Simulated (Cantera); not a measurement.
# Aluminium nitride and oxide growth: AlCl₃ + N₂O + H₂ + HCl

Charge: 1 mol AlCl₃, 0.65 mol N₂O, 250 mol H₂, 0.86 mol HCl, equilibrated at 0.0100 bar.

Cantera equilibrium calculation (NASA polynomials, part measured and part estimated; ideal gas, pure solids and liquids). Candidate condensed phases: Al, AlCl₃, AlN, Al₂O₃, H₂O, NH₄Cl; 45 gas species. Mutual solubility and eutectic melting of coexisting phases are not modelled. The tables' values for AlCl₂ are old estimates; treat these amounts as uncertain. Condensed phases not in the tables: AlOCl. Rates play no part.

From 652 °C to 1102 °C the condensed part is AlN(s) + Al₂O₃(s). From 1252 °C to 1552 °C the condensed part is Al₂O₃(s). The main Al-bearing gas is AlCl₃ at 652 °C and AlCl at 1552 °C. The share of Al in condensed phases is highest at 652 °C (85.7 %) and lowest at 1552 °C (38.8 %).

```
T (°C)   x H₂   x HCl       x H     x N₂    x AlCl   x AlCl₃     x H₂O   x AlCl₂  n AlN(s)  n Al₂O₃(s)
------  -----  ------  --------  -------  --------  --------  --------  --------  --------  ----------
652     0.984  0.0136   2.58e-9  0.00173  5.14e-10  0.000565   5.32e-9   3.23e-8     0.424       0.217
802     0.984  0.0133   1.46e-7  0.00179   3.07e-7  0.000671   3.13e-8   1.66e-6     0.397       0.217
952     0.984  0.0129   3.09e-6  0.00186   3.69e-5  0.000744   1.18e-7   3.14e-5     0.361       0.217
1102    0.984  0.0118   3.40e-5  0.00248   0.00125  0.000570   3.57e-7  0.000234    0.0459       0.217
1252    0.982  0.0127  0.000234  0.00257   0.00205   6.04e-5   4.47e-6  0.000132         0       0.216
1402    0.981  0.0129   0.00115  0.00256   0.00220   6.26e-6   4.22e-5   5.64e-5         0       0.213
1552    0.978  0.0127   0.00435  0.00256   0.00237   9.25e-7  0.000265   2.76e-5         0       0.194
```
x: gas mole fraction; n: condensed amount in mol.
